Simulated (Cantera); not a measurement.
What does this Cantera script print?

```python
import numpy as np
import cantera as ct

gas_names = """
    AL ALCL ALCL2 ALCL3 ALN ALO ALOCL ALO2 AL2 AL2CL6 AL2O AL2O2 CL CLO CL2 N NO NO2 NO3 N2 N2O O O2 O3
""".split()
cond_names = """
    AL(cr) AL(L) ALCL3(s) ALCL3(L) ALN(s) AL2O3(a) AL2O3(L)
""".split()


# ... load() reads the species with a 1 bar reference pressure and builds the phases ...
atoms = {
    'AlCl3': {'AL': 1, 'CL': 3},
    'O2': {'O': 2},
    'N2': {'N': 2},
}
top_T = {'ALN(s)': 2750}  # K; cautious upper limits of use, not melting points


# ... equilibrate(T, P, feed) seeds the gas with the atoms and calls Mixture.equilibrate('TP', solver="vcs", rtol=1e-11, max_steps=5000) ...
results = []
feed = {'AlCl3': 1, 'O2': 0.47, 'N2': 780}  # mol
P = 3100  # Pa
for T in [675, 775, 875, 975, 1075, 1175, 1275, 1375, 1475, 1575, 1675, 1775, 1875]:
    mix = equilibrate(T, P, feed)
    results.append((T, P, feed, dict(zip(mix.species_names, mix.species_moles))))

top = {s: max(r[3][s] / sum(r[3][g] for g in gas_names) for r in results) for s in gas_names}
cols = sorted((s for s in top if top[s] > 1e-05), key=lambda s: -top[s])[:7]
seen = [c for c in cond_names if any(r[3].get(c, 0) > 1e-12 for r in results)]
print("log10 of partial pressures in bar; condensed amounts in mol")
print(f"{'T/K':>10s}" + "".join(f"{s[:9]:>10s}" for s in cols + seen))
for T, P, feed, n in results:
    ng = sum(n[g] for g in gas_names)
    print(f"{T:10.4g}" + "".join(f"{np.log10(max(n[s] / ng * P / 1e5, 1e-99)):10.3f}" for s in cols)
          + "".join(f"{n.get(c, 0):10.4g}" for c in seen))
```

Output:

```
log10 of partial pressures in bar; condensed amounts in mol
       T/K        N2        CL       CL2     ALCL3     ALCL2      ALCL  AL2O3(a)
       675    -1.509    -8.734    -4.428    -4.831   -21.701   -34.590    0.3133
       775    -1.509    -7.504    -4.429    -4.829   -18.682   -29.289    0.3133
       875    -1.509    -6.552    -4.430    -4.829   -16.357   -25.204    0.3133
       975    -1.509    -5.796    -4.438    -4.829   -14.509   -21.955    0.3133
      1075    -1.509    -5.191    -4.468    -4.829   -12.996   -19.290    0.3133
      1175    -1.510    -4.720    -4.557    -4.829   -11.711   -17.017    0.3133
      1275    -1.510    -4.391    -4.771    -4.830   -10.560   -14.964    0.3133
      1375    -1.510    -4.215    -5.168    -4.830    -9.471   -12.999    0.3133
      1475    -1.510    -4.152    -5.689    -4.830    -8.442   -11.122    0.3133
      1575    -1.510    -4.135    -6.221    -4.831    -7.508    -9.411    0.3132
      1675    -1.510    -4.129    -6.709    -4.836    -6.681    -7.890    0.3131
      1775    -1.510    -4.120    -7.135    -4.871    -5.982    -6.577    0.3127
      1875    -1.510    -4.084    -7.461    -5.037    -5.521    -5.597    0.3112
```

Cantera equilibrium calculation (NASA polynomials, part measured and part estimated; ideal gas, pure solids and liquids). The tables' values for AlCl2 are old estimates; treat these amounts as uncertain. Condensed phases not in the tables: AlOCl.
